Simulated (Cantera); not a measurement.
**Pyrogenic steam for wet oxidation**

An isothermal, constant-pressure homogeneous reactor starts with 43.0 % H2, 35.8 % O2, 21.1 % N2, equivalence ratio 0.60, at 1200 K and 98000 Pa.

Detailed kinetics in Cantera: GRI-Mech 3.0 (53 species, 325 reactions). The temperature is held fixed by assumption; the heat of reaction is taken as removed at once.

| t (s) | x H2 | x O2 | x H | x OH | x N2O |
|---|---|---|---|---|---|
| 3.00e-6 | 0.430 | 0.358 | 8.25e-8 | 8.66e-9 | <1e-12 |
| 1.94e-5 | 0.399 | 0.345 | 0.0142 | 0.00184 | 5.12e-10 |
| 0.000125 | 0.00813 | 0.186 | 3.44e-5 | 0.000186 | 4.19e-8 |
| 0.000805 | 0.00356 | 0.184 | 3.30e-6 | 3.97e-5 | 4.60e-8 |
| 0.00520 | 0.000501 | 0.183 | 1.74e-7 | 1.38e-5 | 5.00e-8 |
| 0.0335 | 6.91e-6 | 0.183 | 1.21e-9 | 6.11e-6 | 4.99e-8 |
| 0.216 | 1.66e-8 | 0.183 | 2.54e-11 | 6.70e-6 | 4.26e-8 |
| 1.40 | 1.66e-8 | 0.183 | 2.58e-11 | 6.82e-6 | 1.69e-8 |
| 9.00 | 1.66e-8 | 0.183 | 2.58e-11 | 6.82e-6 | 4.36e-9 |
x: mole fraction; the columns are a selection and need not sum to one.

Equilibrium at this temperature and pressure: H2 1.66e-8, O2 0.183, H 2.58e-11, OH 6.82e-6, N2O 4.35e-9 (gas phase only).
